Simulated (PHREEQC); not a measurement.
A solution holds 59 mmol/kgw KNO3 and 0.45 mmol/kgw CuSO4, at 45 °C. Closed to the air; pH follows from the charge balance.

Model: ion-association model, phreeqc.dat, run in PHREEQC.

Precipitation was switched off in this run.

Problem. Predict the pH.

Solution. pH 5.42.

Problem. In which forms is S present?

Solution. SO4-2 80 %, KSO4- 19 %, CuSO4 1.5 % of the S.

Away from 25 °C the constants follow the database's enthalpies or fits; those with neither stay at their 25 °C values.
